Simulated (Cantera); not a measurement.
**Moist CO burnout**

A perfectly stirred reactor is fed with CO : O2 : H2O : N2 = 0.0084 : 0.053 : 0.0035 : 1 (molar parts), at 320000 Pa; it is held at 1473 K, and followed from long to short residence time.

Detailed kinetics in Cantera: GRI-Mech 3.0 (53 species, 325 reactions).

```
τ (s)        x CO    x O2    x H2O     x NO      x H   x H2O2    x N2O
-------  --------  ------  -------  -------  -------  -------  -------
5.1       1.25e-5  0.0460  0.00329  2.44e-6  1.16e-8  1.20e-9  3.71e-7
1.5       2.99e-5  0.0460  0.00329  2.69e-6  3.43e-8  2.34e-9  7.21e-7
0.42      7.32e-5  0.0460  0.00329  3.06e-6  1.10e-7  4.71e-9  1.38e-6
0.12     0.000175  0.0461  0.00328  3.22e-6  3.50e-7  9.33e-9  2.31e-6
0.035    0.000405  0.0462  0.00327  2.81e-6  1.10e-6  1.79e-8  3.08e-6
0.010    0.000923  0.0464  0.00325  1.91e-6  3.38e-6  3.32e-8  3.21e-6
0.0029    0.00196  0.0468  0.00323  1.04e-6  9.29e-6  5.60e-8  2.69e-6
0.00083   0.00375  0.0476  0.00320  4.24e-7  2.04e-5  8.04e-8  1.83e-6
0.00024   0.00594  0.0486  0.00319  9.48e-8  2.63e-5  8.37e-8  8.46e-7
```
x: mole fraction; the columns are a selection and need not sum to one.
